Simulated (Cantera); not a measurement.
Mixture: 5.67 % C3H8, 18.9 % O2, 75.4 % N2, equivalence ratio 1.5, at 14300 Torr, adiabatic and at constant pressure. Ignition delay is the time to a rise of 400 K.

Detailed kinetics in Cantera: GRI-Mech 3.0 (53 species, 325 reactions). GRI-Mech 3.0 was tuned for natural gas; its chemistry of propane as a main component is partial and can be far from experiment. The pressure lies above the range GRI-Mech 3.0 was tuned for (to about 10 atm).

Problem. Predict: delay at 1298 K; delay at 1348 K; delay at 1398 K; delay at 1448 K; delay at 1498 K; delay at 1548 K; apparent activation energy between 1448 and 1548 K.

Solution. 
| Quantity | Result |
|---|---|
| delay at 1298 K | 0.223 ms |
| delay at 1348 K | 0.104 ms |
| delay at 1398 K | 51.1 µs |
| delay at 1448 K | 26.8 µs |
| delay at 1498 K | 15.0 µs |
| delay at 1548 K | 8.94 µs |
| apparent activation energy between 1448 and 1548 K | 200 kJ/mol |
